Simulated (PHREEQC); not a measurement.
**Brackish or sea water (model solution)**

A made-up water analysis in mg/kgw, 90 °C, pH 6.37:

| constituent | mg/kgw |
|---|---|
| Na | 4920 |
| K | 821 |
| Ca | 399 |
| Mg | 381 |
| Cl | 8170 |
| S(6) as SO4 | 2470 |
| Alkalinity as HCO3 | 42 |

Valence states are taken as typed.

Equilibrium calculation in PHREEQC: Pitzer model, pitzer.dat.

Precipitation was switched off in this run.

### Question
What activity of water, osmotic coefficient, density does the model give?

### Answer
activity of water 0.992; osmotic coefficient 0.876; density 0.978 g/cm³.

### Question
In which forms is C present?

### Answer
HCO3- 62 %, CO2 38 % of the C.

At this temperature some constants are extrapolated from 25 °C, and those without enthalpy data are left unchanged.
